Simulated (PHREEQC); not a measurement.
A solution holds 0.011 mol/kgw CuCl2 and 0.00029 mol/kgw H2SO4, at 5 °C. Closed to the air; pH follows from the charge balance.

Model: ion-association model, wateq4f.dat, run in PHREEQC.

| quantity | before | after |
|---|---|---|
| pH | 3.30 | 3.26 |
| SO4-2 (mol/kgw) | 0.000186 | 0.000281 |
| HSO4- (mol/kgw) | 3.79e-6 | 9.24e-6 |

Q: Which change was made?
A) H2SO4 from 0.00029 to 0.000319 mol/kgw
B) H2SO4 replaced by Al2(SO4)3 at the same molality
C) CuCl2 from 0.011 to 0.0121 mol/kgw
D) CuCl2 left out

A: D, CuCl2 left out

Precipitation was switched off in this run. Constants without temperature data keep their 25 °C values here.
